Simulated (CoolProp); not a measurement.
Vapour-liquid equilibrium of dimethyl ether (1) + chloromethane (R40) (2) at 4.56 bar; x and y are mole fractions of (1).

Model: multi-fluid Helmholtz-energy mixture model, Wu 2011 and Thol 2014; pair parameters Bell 2016, in CoolProp.

Q: Give the bubble temperature and the first vapour's composition at x = 0.5, 0.8, 0.95. Is there an azeotrope?

A: x = 0.5: 18.5 °C, y = 0.504; x = 0.8: 17.6 °C, y = 0.821; x = 0.95: 16.7 °C, y = 0.959. y crosses x between x = 0.35 and 0.5: the model has an azeotrope there.

The pair parameters rest on a limited set of measurements; away from them the model extrapolates.
